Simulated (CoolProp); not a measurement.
Saturation properties of water.

The numbers come from the reference Helmholtz-energy equation of state, Wagner 2002 in CoolProp.

```
T (°C)   p (MPa)  enthalpy of vaporisation (kJ/kg)  liquid viscosity (µPa s)
------  --------  --------------------------------  ------------------------
28.75   0.003952                              2433                       819
45.05   0.009620                              2394                       595
61.35    0.02123                              2354                       457
77.75    0.04326                              2314                       364
94.05    0.08169                              2272                       300
110.35    0.1451                              2229                       254
126.65    0.2443                              2183                       219
142.95    0.3927                              2135                       192
159.25    0.6065                              2084                       171
175.55    0.9042                              2030                       154
191.85     1.307                              1971                       141
```

It boils at 100.0 °C under 1 atm.

Viscosity comes from a separate model (Huber 2009).
